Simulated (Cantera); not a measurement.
Equilibrium for boron, boron nitride and boron oxide: B₂O₃ + N₂ + H₂

Charge: 1 mol B₂O₃, 4.1 mol N₂, 200 mol H₂, at 100000 Pa.

These are equilibrium values from Cantera (NASA tables, ideal gas, pure condensed phases), not measurements of a reactor. Candidate condensed phases: B, BN, B₂O₃, B₃O₃H₃, H₂O; 39 gas species. Kinetics and transport are ignored.

From 2025 K to 2375 K nothing is condensed. The main B-bearing gas is HBO throughout.

```json
[
 {"T (K)": "2025", "log p H₂": "-0.01", "log p N₂": "-1.70", "log p H": "-2.72", "log p HBO": "-2.20", "log p H₂O": "-2.66", "log p HBO₂": "-2.62"},
 {"T (K)": "2075", "log p H₂": "-0.02", "log p N₂": "-1.70", "log p H": "-2.58", "log p HBO": "-2.19", "log p H₂O": "-2.62", "log p HBO₂": "-2.65"},
 {"T (K)": "2125", "log p H₂": "-0.02", "log p N₂": "-1.70", "log p H": "-2.45", "log p HBO": "-2.18", "log p H₂O": "-2.59", "log p HBO₂": "-2.68"},
 {"T (K)": "2175", "log p H₂": "-0.02", "log p N₂": "-1.70", "log p H": "-2.32", "log p HBO": "-2.17", "log p H₂O": "-2.57", "log p HBO₂": "-2.71"},
 {"T (K)": "2225", "log p H₂": "-0.02", "log p N₂": "-1.70", "log p H": "-2.20", "log p HBO": "-2.17", "log p H₂O": "-2.54", "log p HBO₂": "-2.74"},
 {"T (K)": "2275", "log p H₂": "-0.02", "log p N₂": "-1.70", "log p H": "-2.08", "log p HBO": "-2.16", "log p H₂O": "-2.52", "log p HBO₂": "-2.77"},
 {"T (K)": "2325", "log p H₂": "-0.02", "log p N₂": "-1.70", "log p H": "-1.97", "log p HBO": "-2.16", "log p H₂O": "-2.50", "log p HBO₂": "-2.81"},
 {"T (K)": "2375", "log p H₂": "-0.02", "log p N₂": "-1.70", "log p H": "-1.86", "log p HBO": "-2.17", "log p H₂O": "-2.48", "log p HBO₂": "-2.85"}
]
```
log p: log10 of the partial pressure in bar; nothing condenses.
